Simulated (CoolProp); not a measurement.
Model: reference Helmholtz-energy equation of state, Lemmon 2005, in CoolProp.

### Question
For R125, give the phase and the density (kg/m³), cv (kJ/(kg K)), viscosity (µPa s), conductivity (mW/(m K)) at 29.85 °C and 41 bar; 90.45 °C and 41 bar; 166.25 °C and 41 bar.

### Answer
- 29.85 °C and 41 bar: liquid; density 1200, cv 0.835, viscosity 145, conductivity 60.6
- 90.45 °C and 41 bar: supercritical; density 270, cv 0.920, viscosity 21.0, conductivity 26.0
- 166.25 °C and 41 bar: supercritical; density 159, cv 0.946, viscosity 21.2, conductivity 28.0

Viscosity comes from a separate model (Huber 2006). Thermal conductivity comes from a separate model (Perkins 2006).
